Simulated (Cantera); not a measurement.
## Hydrocarbon pyrolysis for carbon deposition

A perfectly stirred reactor is fed with 30.2 % CH4, 69.4 % H2, 0.452 % H2O, at 0.0263 atm; it is held at 1950 K, and followed from long to short residence time.

Computed with Cantera and GRI-Mech 3.0 (53 species, 325 reactions). GRI-Mech 3.0 stops at C3 and has no aromatics, soot or wall deposition, so with more carbon than oxygen in the feed, carbon stays in small species such as C2H2 where larger ones or solid carbon would form. Radical loss at walls, strong at low pressure, is not modelled.

```json
[
 {"τ (s)": "2.7", "x CH4": "0.00458", "x H2": "0.874", "x C2H4": "3.28e-5", "x C2H2": "0.112", "x C2H": "1.11e-5", "x H": "0.00555", "x CH3": "0.000576"},
 {"τ (s)": "1.1", "x CH4": "0.00810", "x H2": "0.872", "x C2H4": "4.71e-5", "x C2H2": "0.110", "x C2H": "9.90e-6", "x H": "0.00499", "x CH3": "0.000916"},
 {"τ (s)": "0.47", "x CH4": "0.0140", "x H2": "0.868", "x C2H4": "8.17e-5", "x C2H2": "0.108", "x C2H": "8.68e-6", "x H": "0.00444", "x CH3": "0.00142"},
 {"τ (s)": "0.20", "x CH4": "0.0241", "x H2": "0.862", "x C2H4": "0.000167", "x C2H2": "0.104", "x C2H": "7.47e-6", "x H": "0.00393", "x CH3": "0.00217"},
 {"τ (s)": "0.084", "x CH4": "0.0408", "x H2": "0.851", "x C2H4": "0.000375", "x C2H2": "0.0977", "x C2H": "6.26e-6", "x H": "0.00347", "x CH3": "0.00328"},
 {"τ (s)": "0.035", "x CH4": "0.0671", "x H2": "0.834", "x C2H4": "0.000844", "x C2H2": "0.0868", "x C2H": "5.02e-6", "x H": "0.00307", "x CH3": "0.00483"},
 {"τ (s)": "0.015", "x CH4": "0.104", "x H2": "0.810", "x C2H4": "0.00174", "x C2H2": "0.0711", "x C2H": "3.72e-6", "x H": "0.00270", "x CH3": "0.00672"},
 {"τ (s)": "0.0062", "x CH4": "0.155", "x H2": "0.777", "x C2H4": "0.00325", "x C2H2": "0.0491", "x C2H": "2.27e-6", "x H": "0.00229", "x CH3": "0.00879"}
]
```
x: mole fraction; the columns are a selection and need not sum to one.
